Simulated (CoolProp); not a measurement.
Vapour-liquid equilibrium of CHF3 (R23) (1) + R152A (2) at 177.6 K; x and y are mole fractions of (1).

Model: multi-fluid Helmholtz-energy mixture model, Penoncello 2003 and Outcalt 1996; pair parameters Bell 2016, in CoolProp.

```tsv
x	bubble pressure (MPa)	y at the bubble point	dew pressure at overall composition x (MPa)	liquid density (mol/L)
0.05	0.002609	0.669	0.0009523	17.60
0.125	0.005319	0.851	0.001032	17.88
0.2	0.008198	0.911	0.001125	18.16
0.275	0.01122	0.942	0.001238	18.45
0.35	0.01437	0.959	0.001375	18.75
0.425	0.01762	0.971	0.001547	19.04
0.5	0.02094	0.979	0.001768	19.34
0.575	0.02430	0.985	0.002062	19.65
0.65	0.02768	0.989	0.002474	19.95
0.725	0.03106	0.992	0.003092	20.26
0.8	0.03442	0.995	0.004123	20.56
0.875	0.03775	0.997	0.006191	20.87
0.95	0.04104	0.999	0.01251	21.17
```

No azeotrope shows between x = 0.05 and 0.95.

Pair parameters are fitted to limited data, so mixtures are less certain than the pure fluids.
